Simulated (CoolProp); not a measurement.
CH3F (R41) along the isobar 34.5 MPa: Z from the reference equation and from simpler models built on Tc = 317.3 K, pc = 5.906 MPa, ω = 0.200; each cubic takes its own stable root.

Computed with CoolProp (reference Helmholtz-energy equation of state, Lemmon 2006). It is a short technical equation, of lower accuracy than the large ones.

| T (K) | phase | reference |
|---|---|---|
| 196 | liquid | 0.7847 |
| 203.8 | liquid | 0.7658 |
| 211.6 | liquid | 0.7486 |
| 219.4 | liquid | 0.7331 |
| 227.2 | liquid | 0.7192 |
| 235 | liquid | 0.7067 |
| 242.9 | liquid | 0.6953 |
| 250.7 | liquid | 0.6853 |
| 258.5 | liquid | 0.6766 |
| 266.3 | liquid | 0.6689 |
| 274.1 | liquid | 0.6623 |
| 281.9 | liquid | 0.6567 |
| 289.7 | liquid | 0.6521 |
| 297.5 | liquid | 0.6486 |

### Question
How far does each simpler model (van der Waals, Peng-Robinson) lie from the reference over these 14 states: mean and median of the absolute difference, and the worst?

### Answer
- van der Waals: mean 73.4 %, median 73.8 %, worst +81.0 % at 196 K and 34.5 MPa
- Peng-Robinson: mean 11.2 %, median 11.1 %, worst +11.9 % at 196 K and 34.5 MPa
